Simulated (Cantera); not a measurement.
Charge: 1 mol Zr, 0.54 mol H2O, 1.7 mol N2, held at 1400 K and 40.0 Pa.

Cantera equilibrium calculation (NASA polynomials, part measured and part estimated; ideal gas, pure solids and liquids). Candidate condensed phases: H2O, Zr, ZrN, ZrO2; 28 gas species. Mutual solubility and eutectic melting of coexisting phases are not modelled. ZrN: taken at fixed stoichiometry. Condensed phases not in the tables: solid solutions among these carbides, nitrides and lower oxides. Equilibrium is a limit: real reactors are often held back by kinetics, nucleation or transport.

Base state: N2 0.712, H2 0.288, H 0.000130 (mole fractions); condensed: ZrN(s) + ZrO2(monoclinic).

Problem. What changes in the equilibrium state with this change: H2O from 0.54 to 0.17 mol?

Solution. 
| species | before | after |
|---|---|---|
| N2 | 0.712 | 0.880 |
| H2 | 0.288 | 0.120 |
| H | 0.000130 | 8.44e-5 |
| ZrN(s), mol | 0.730 | 0.915 |
| ZrO2(monoclinic), mol | 0.270 | 0.0850 |
